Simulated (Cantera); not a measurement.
An isothermal, constant-pressure homogeneous reactor starts with CH3OH : O2 : N2 = 0.016 : 0.0094 : 1 (molar parts), equivalence ratio 2.6, at 1450 K and 5.00 bar.

Model: GRI-Mech 3.0 (53 species, 325 reactions), integrated in Cantera. GRI-Mech 3.0 was tuned for natural gas; its chemistry of methanol as a main component is partial and can be far from experiment.

x: mole fraction; the columns are a selection and need not sum to one.

```
t (s)        x CH3OH        x O2     x HO2        x OH         x O
--------  ----------  ----------  --------  ----------  ----------
0.000100      0.0144     0.00880  0.000127     1.60e-6     6.16e-8
0.000231  (withheld)  (withheld)  0.000131  (withheld)     1.18e-6
0.000534     1.07e-9     8.52e-7   1.54e-9     2.21e-5     1.23e-6
0.00123     5.37e-10  (withheld)  7.89e-11  (withheld)  (withheld)
0.00285     3.21e-10     4.81e-9  8.92e-12     1.77e-6     8.11e-9
0.00658     1.72e-10    7.01e-10  1.15e-12     6.71e-7     1.17e-9
0.0152      8.19e-11    1.12e-10    <1e-12     2.67e-7    1.85e-10
0.0351      3.66e-11    1.91e-11    <1e-12     1.10e-7    3.17e-11
0.0811      1.62e-11    3.43e-12    <1e-12     4.74e-8    5.88e-12
0.187       7.51e-12      <1e-12    <1e-12     2.21e-8    1.28e-12
0.433       4.37e-12      <1e-12    <1e-12     1.31e-8      <1e-12
1.00        3.70e-12      <1e-12    <1e-12     1.13e-8      <1e-12
```

Q: Complete the blanks.

A: 
- 0.000231, x CH3OH: 0.00208
- 0.000231, x O2: 0.00471
- 0.000231, x OH: 8.21e-6
- 0.00123, x O2: 4.09e-8
- 0.00123, x OH: 5.19e-6
- 0.00123, x O: 6.86e-8
